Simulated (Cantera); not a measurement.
Predominance diagram of Mg at 1125 K against the partial pressures of O2 and F2 (log10, bar). Cantera with NASA thermochemical tables; ideal gases at 1 bar, condensed phases pure. Candidates: Mg(l), MgF2(s), MgO(s). Only these pure phases compete in this equilibrium. Not in the tables: oxide halides.

### Question
Which phase is stable at these pairs, and which metal-bearing vapour leads over it? (-31.6, -8); (-2.4, -24); (-9.7, -10.7); (-7.3, -2.7); (-31.6, -5.3); (-7.3, -21.3); (-12.1, -21.3)

### Answer
| log p(O2) | log p(F2) | phase | chief vapour | log p (bar) |
|---|---|---|---|---|
| -31.6 | -8 | MgF2(s) | MgF2 | -8.6 |
| -2.4 | -24 | MgO(s) | MgF2 | -10.5 |
| -9.7 | -10.7 | MgF2(s) | MgF2 | -8.6 |
| -7.3 | -2.7 | MgF2(s) | MgF2 | -8.6 |
| -31.6 | -5.3 | MgF2(s) | MgF2 | -8.6 |
| -7.3 | -21.3 | MgF2(s) | MgF2 | -8.6 |
| -12.1 | -21.3 | MgF2(s) | MgF2 | -8.6 |
